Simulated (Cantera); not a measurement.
Feed: 1 mol SiCl4, 1.9 mol HCl, 11 mol H2, held at 702 °C and 1.10 bar.

These are equilibrium values from Cantera (NASA tables, ideal gas, pure condensed phases), not measurements of a reactor. Candidate condensed phases: Si; 19 gas species. The tables' values for SiCl3 are old estimates; treat these amounts as uncertain. Kinetics and transport are ignored.

Base state: H2 0.789, HCl 0.139, SiCl4 0.0696, SiHCl3 0.00226, SiCl3 3.03e-5 (mole fractions); condensed: gas only.

Q: What changes in the equilibrium state with this change: temperature from 702 °C to 577 °C?

A: 
```tsv
species	before	after
H2	0.789	0.791
HCl	0.139	0.137
SiCl4	0.0696	0.0713
SiCl3	3.03e-5	1.31e-6
SiHCl3	0.00226	0.000681
```
